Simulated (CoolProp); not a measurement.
Vapour-liquid equilibrium of cyclohexane (1) + dimethyl carbonate (2) at 130.35 °C; x and y are mole fractions of (1).

The numbers come from the multi-fluid Helmholtz-energy mixture model, Zhou 2014 and Zhou 2011; pair parameters Bell 2016 in CoolProp.

```json
[
 {"x": "0.05", "bubble pressure, mixture model (bar)": "3.498", "bubble pressure, Raoult's law (bar)": "3.172", "y, mixture model": "0.136", "y, Raoult's law": "0.058"},
 {"x": "0.125", "bubble pressure, mixture model (bar)": "3.891", "bubble pressure, Raoult's law (bar)": "3.210", "y, mixture model": "0.269", "y, Raoult's law": "0.142"},
 {"x": "0.2", "bubble pressure, mixture model (bar)": "4.164", "bubble pressure, Raoult's law (bar)": "3.248", "y, mixture model": "0.356", "y, Raoult's law": "0.225"},
 {"x": "0.275", "bubble pressure, mixture model (bar)": "4.349", "bubble pressure, Raoult's law (bar)": "3.286", "y, mixture model": "0.418", "y, Raoult's law": "0.306"},
 {"x": "0.35", "bubble pressure, mixture model (bar)": "4.472", "bubble pressure, Raoult's law (bar)": "3.324", "y, mixture model": "0.465", "y, Raoult's law": "0.385"},
 {"x": "0.425", "bubble pressure, mixture model (bar)": "4.550", "bubble pressure, Raoult's law (bar)": "3.362", "y, mixture model": "0.505", "y, Raoult's law": "0.462"},
 {"x": "0.5", "bubble pressure, mixture model (bar)": "4.593", "bubble pressure, Raoult's law (bar)": "3.400", "y, mixture model": "0.540", "y, Raoult's law": "0.537"},
 {"x": "0.575", "bubble pressure, mixture model (bar)": "4.606", "bubble pressure, Raoult's law (bar)": "3.438", "y, mixture model": "0.574", "y, Raoult's law": "0.611"},
 {"x": "0.65", "bubble pressure, mixture model (bar)": "4.590", "bubble pressure, Raoult's law (bar)": "3.476", "y, mixture model": "0.610", "y, Raoult's law": "0.683"},
 {"x": "0.725", "bubble pressure, mixture model (bar)": "4.537", "bubble pressure, Raoult's law (bar)": "3.514", "y, mixture model": "0.652", "y, Raoult's law": "0.754"},
 {"x": "0.8", "bubble pressure, mixture model (bar)": "4.433", "bubble pressure, Raoult's law (bar)": "3.552", "y, mixture model": "0.706", "y, Raoult's law": "0.823"},
 {"x": "0.875", "bubble pressure, mixture model (bar)": "4.252", "bubble pressure, Raoult's law (bar)": "3.590", "y, mixture model": "0.778", "y, Raoult's law": "0.890"},
 {"x": "0.95", "bubble pressure, mixture model (bar)": "3.951", "bubble pressure, Raoult's law (bar)": "3.628", "y, mixture model": "0.888", "y, Raoult's law": "0.957"}
]
```

The largest gap from Raoult's law is +35.3 % in bubble pressure, at x = 0.425. y crosses x between x = 0.5 and 0.575: the model has an azeotrope there.

The pair parameters rest on a limited set of measurements; away from them the model extrapolates.
